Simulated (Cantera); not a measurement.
A closed system holds: 1 mol SiF4, 0.33 mol H2O, 0.16 mol H2, 22 mol O2, held at 0.000790 bar.

These are equilibrium values from Cantera (NASA tables, ideal gas, pure condensed phases), not measurements of a reactor. Candidate condensed phases: H2O, Si, SiO2; 38 gas species. The tables hold silica as quartz up to 1696 K and as liquid above; real silica turns to tridymite and cristobalite and melts near 1996 K. Kinetics and transport are ignored.

Which condensed phases are stable at each of these points (T (K)): 673, 773, 873, 973, 1073, 1173, 1273, 1373, 1473, 1573, 1673, 1773, 1873?


```json
[
 {"T (K)": "673", "condensed phases": "SiO2(α-quartz)", "Si condensed (%)": "17.3"},
 {"T (K)": "773", "condensed phases": "SiO2(α-quartz)", "Si condensed (%)": "21.2"},
 {"T (K)": "873", "condensed phases": "SiO2(β-quartz)", "Si condensed (%)": "23.0"},
 {"T (K)": "973", "condensed phases": "SiO2(β-quartz)", "Si condensed (%)": "23.7"},
 {"T (K)": "1073", "condensed phases": "SiO2(β-quartz)", "Si condensed (%)": "24.1"},
 {"T (K)": "1173", "condensed phases": "SiO2(β-quartz)", "Si condensed (%)": "24.2"},
 {"T (K)": "1273", "condensed phases": "SiO2(β-quartz)", "Si condensed (%)": "24.3"},
 {"T (K)": "1373", "condensed phases": "SiO2(β-quartz)", "Si condensed (%)": "24.4"},
 {"T (K)": "1473", "condensed phases": "SiO2(β-quartz)", "Si condensed (%)": "24.4"},
 {"T (K)": "1573", "condensed phases": "SiO2(β-quartz)", "Si condensed (%)": "24.4"},
 {"T (K)": "1673", "condensed phases": "SiO2(β-quartz)", "Si condensed (%)": "24.5"},
 {"T (K)": "1773", "condensed phases": "SiO2(condensed)", "Si condensed (%)": "24.5"},
 {"T (K)": "1873", "condensed phases": "SiO2(condensed)", "Si condensed (%)": "24.5"}
]
```

From 673 K to 773 K the condensed part is SiO2(α-quartz). From 873 K to 1673 K the condensed part is SiO2(β-quartz). From 1773 K to 1873 K the condensed part is SiO2(condensed).
